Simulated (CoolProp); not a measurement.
Vapour pressure (kPa) of R113: the reference equation beside estimates from Tc = 214.1 °C, pc = 3392 kPa, ω = 0.253. Clausius-Clapeyron is anchored at 42.15 °C with a constant enthalpy of vaporisation of 27.37 kJ/mol.

The numbers come from the reference Helmholtz-energy equation of state, Marx 1992 in CoolProp.

| T (°C) | reference | Clausius-Clapeyron | Soave-Redlich-Kwong |
|---|---|---|---|
| -29.95 | 2.832 | 3.818 | 2.854 |
| -15.55 | 6.700 | 8.136 | 6.696 |
| -1.15 | 14.22 | 16.00 | 14.16 |
| 13.25 | 27.60 | 29.41 | 27.43 |
| 27.75 | 49.90 | 51.16 | 49.60 |
| 42.15 | 84.32 | 84.32 | 83.93 |
| 56.55 | 135.1 | 133.0 | 134.8 |
| 70.95 | 206.9 | 202.0 | 206.9 |
| 85.35 | 304.7 | 296.6 | 305.5 |
| 99.85 | 435.1 | 423.9 | 437.5 |
| 114.25 | 602.2 | 588.4 | 607.1 |

Absolute difference from the reference over all 11 rows, mean and median: Clausius-Clapeyron 8.1 and 2.6 %, Soave-Redlich-Kwong 0.4 and 0.5 %.
